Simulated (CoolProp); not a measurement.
Saturation properties of CH3F (R41).

The numbers come from the reference Helmholtz-energy equation of state, Lemmon 2006 in CoolProp. It is a short technical equation, of lower accuracy than the large ones.

| T (K) | p (bar) | liquid density (kg/m³) | vapour density (kg/m³) | liquid cp (kJ/(kg K)) |
|---|---|---|---|---|
| 230.6 | 5.217 | 800.6 | 10.49 | 2.182 |
| 237.1 | 6.636 | 784.4 | 13.27 | 2.219 |
| 243.6 | 8.329 | 767.5 | 16.62 | 2.263 |
| 250 | 10.29 | 750.1 | 20.57 | 2.315 |
| 256.5 | 12.63 | 731.5 | 25.37 | 2.380 |
| 263 | 15.33 | 711.9 | 31.13 | 2.461 |
| 269.5 | 18.45 | 691.1 | 38.07 | 2.561 |
| 276 | 22.03 | 668.8 | 46.46 | 2.692 |
| 282.5 | 26.10 | 644.5 | 56.74 | 2.867 |
| 289 | 30.72 | 617.8 | 69.54 | 3.116 |
| 295.4 | 35.85 | 588.1 | 85.65 | 3.497 |
| 301.9 | 41.74 | 552.6 | 107.6 | 4.195 |

It boils at 194.8 K under 1 atm.
